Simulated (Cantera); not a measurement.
Mixture: CH₄ : O₂ : N₂ = 1 : 0.909 : 3.42 (molar parts), at 3300000 Pa, adiabatic and at constant volume. Ignition delay is the time to a rise of 400 K.

Computed with Cantera and GRI-Mech 3.0 (53 species, 325 reactions). The pressure lies above the range GRI-Mech 3.0 was tuned for (to about 10 atm).

Problem. Predict: delay at 1248 K; delay at 1448 K; delay at 1648 K; delay at 1848 K; apparent activation energy between 1748 and 1948 K.

Solution. 
| Item | Value |
|---|---|
| delay at 1248 K | 0.970 ms |
| delay at 1448 K | 0.128 ms |
| delay at 1648 K | 22.3 µs |
| delay at 1848 K | 4.81 µs |
| apparent activation energy between 1748 and 1948 K | 200 kJ/mol |
